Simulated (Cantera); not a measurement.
A Cantera script and what it prints.

```python
import numpy as np
import cantera as ct

gas_names = """
    H H2 N NH NH2 NH3 N2 N2H2 N2H4 Si SiH SiH2 SiH3 SiH4 SiN Si2 Si2N Si3
""".split()
cond_names = """
    Si(cr) Si(L) Si3N4(a)
""".split()


def load(file, names, dense=False):
    # The tables refer to 1 bar. Condensed volumes are neglected.
    table = {s.name: s for s in ct.Species.list_from_file(file)}
    out = []
    for n in names:
        d = dict(table[n].input_data)
        d["thermo"] = dict(d["thermo"], **{"reference-pressure": 1e5})
        if dense:
            d["equation-of-state"] = {"model": "constant-volume", "density": "1e6 g/cm^3"}
        out.append(ct.Species.from_dict(d))
    return out


gas = ct.Solution(thermo="ideal-gas", species=load("nasa_gas.yaml", gas_names))
cond = {s.name: ct.Solution(thermo="fixed-stoichiometry", species=[s], name=s.name)
        for s in load("nasa_condensed.yaml", cond_names, dense=True)}
atoms = {
    'trisilylamine': {'Si': 3, 'N': 1, 'H': 9},
    'N2': {'N': 2},
    'NH3': {'N': 1, 'H': 3},
}
top_T = {'Si3N4(a)': 2400}  # K; cautious upper limits of use, not melting points


def equilibrate(T, P, feed):
    n = {}
    for name, mol in feed.items():
        for a, k in atoms[name].items():
            n[a] = n.get(a, 0.0) + k * mol
    gas.TPX = T, P, n
    mass = sum(n.values()) * gas.mean_molecular_weight
    gas.equilibrate("TP")
    valid = [c for c in cond.values() if c.min_temp <= T <= top_T.get(c.name, c.max_temp)]
    mix = ct.Mixture([(gas, mass / gas.mean_molecular_weight)] + [(c, 0.0) for c in valid])
    mix.T, mix.P = T, P
    mix.equilibrate("TP", solver="vcs", rtol=1e-11, max_steps=5000)
    return mix


results = []
feed = {'trisilylamine': 1, 'N2': 29, 'NH3': 5.4}  # mol
P = 100  # Pa
for T in [823, 1023, 1223, 1423, 1623, 1823, 2023]:
    mix = equilibrate(T, P, feed)
    results.append((T, P, feed, dict(zip(mix.species_names, mix.species_moles))))
    x = sorted(zip(gas.X, gas.species_names), reverse=True)
    print(f"T = {T:g} K  P = {P:g} Pa  gas = {mix.phase_moles(0):.4g} mol")
    print("   x: " + "  ".join(f"{s} {v:.3e}" for v, s in x if v > 1e-06))
    print("   condensed (mol): " + ("  ".join(f"{mix.phase(i).name} {mix.phase_moles(i):.4g}"
          for i in range(1, mix.n_phases) if mix.phase_moles(i) > 1e-12) or "none"))
```

Output:

```
T = 823 K  P = 100 Pa  gas = 42.8 mol
   x: N2 7.056e-01  H2 2.944e-01
   condensed (mol): Si3N4(a) 1
T = 1023 K  P = 100 Pa  gas = 42.8 mol
   x: N2 7.056e-01  H2 2.944e-01
   condensed (mol): Si3N4(a) 1
T = 1223 K  P = 100 Pa  gas = 42.8 mol
   x: N2 7.056e-01  H2 2.944e-01  H 5.159e-06
   condensed (mol): Si3N4(a) 1
T = 1423 K  P = 100 Pa  gas = 42.8 mol
   x: N2 7.056e-01  H2 2.943e-01  H 1.140e-04
   condensed (mol): Si3N4(a) 1
T = 1623 K  P = 100 Pa  gas = 42.83 mol
   x: N2 7.051e-01  H2 2.936e-01  H 1.184e-03  Si 1.146e-04  SiH 3.940e-06  Si2N 3.028e-06  SiN 2.408e-06  SiH2 1.391e-06
   condensed (mol): Si3N4(a) 0.9982
T = 1823 K  P = 100 Pa  gas = 45.17 mol
   x: N2 7.128e-01  H2 2.753e-01  H 7.189e-03  Si 4.420e-03  SiH 7.837e-05  Si2N 7.664e-05  SiN 4.887e-05  Si2 2.861e-05  SiH2 9.670e-06  Si3 6.722e-06
   condensed (mol): Si(L) 2.784
T = 2023 K  P = 100 Pa  gas = 48.34 mol
   x: N2 6.657e-01  H2 2.455e-01  Si 5.689e-02  H 2.975e-02  Si2 6.230e-04  SiH 5.733e-04  Si2N 4.653e-04  SiN 3.620e-04  Si3 1.321e-04  SiH2 2.966e-05
   condensed (mol): Si(L) 0.07869
```

Cantera equilibrium calculation (NASA polynomials, part measured and part estimated; ideal gas, pure solids and liquids). The feed counts by its element totals alone. The tables' values for SiN are old estimates; treat these amounts as uncertain. Gases not in the tables: Si2H6 and higher silanes.
